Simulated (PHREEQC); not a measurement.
Make-up at 65 °C: 0.014 mol/kgw HF and 0.0058 mol/kgw NH4HF2. Closed to the air; pH follows from the charge balance.

Model: ion-association model, phreeqc.dat, run in PHREEQC.

Each row changes one thing in this solution. This is a speciation only: nothing precipitates in the calculation.

```
case                                            pH  ionic strength (mol/kgw)  HF (mol/kgw)  F- (mol/kgw)  HF2- (mol/kgw)  NH3 (mol/kgw)
--------------------------------------------  ----  ------------------------  ------------  ------------  --------------  -------------
as made                                       3.01                   0.00686        0.0182       0.00635        0.000509        3.66e-8
NH4HF2 from 0.0058 to 0.0087 mol/kgw          3.08                   0.00961        0.0210           ___        0.000811        6.38e-8
HF left out                                   3.52                   0.00613       0.00533       0.00599        0.000140            ___
NH4HF2 from 0.0058 to 0.00116 mol/kgw         2.79                   0.00287        0.0133       0.00271        0.000158        4.58e-9
NH4HF2 replaced by NH4F at the same molality   ___                   0.00656        0.0129       0.00621        0.000352        5.08e-8
HF replaced by NaHF2 at the same molality     3.46                    0.0201        0.0179        0.0186             ___        9.59e-8
HF from 0.014 to 0.07 mol/kgw                 2.48                   0.00946        0.0699       0.00724         0.00222        1.05e-8
```

**Question.** Complete the blanks.

**Answer.** 
- NH4HF2 from 0.0058 to 0.0087 mol/kgw, F- (mol/kgw): 0.00880
- HF left out, NH3 (mol/kgw): 1.19e-7
- NH4HF2 replaced by NH4F at the same molality, pH: 3.15
- HF replaced by NaHF2 at the same molality, HF2- (mol/kgw): 0.00147

Species that the database lacks are ignored. Constants without temperature data keep their 25 °C values here.
